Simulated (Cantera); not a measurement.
Charge: 1 mol PbO, 0.091 mol O2, 72 mol N2, equilibrated at 1.00 bar.

Method: chemical equilibrium by Gibbs-energy minimisation in Cantera with the NASA 1993 tables (ideal gas, pure condensed phases). Candidate condensed phases: Pb, PbO, PbO2, Pb3O4; 12 gas species. Equilibrium is a limit: real reactors are often held back by kinetics, nucleation or transport. All values below are at 575 °C.

Base state: N2 0.999, O2 0.00126 (mole fractions); condensed: PbO(yellow).

Question: What changes in the equilibrium state with this change: PbO replaced by Pb?

Answer: 
```csv
species,before,after
N2,0.999,1.00
O2,0.00126,<1e-9
"PbO(yellow), mol",1.00,0.182
"Pb(l), mol",0,0.818
```
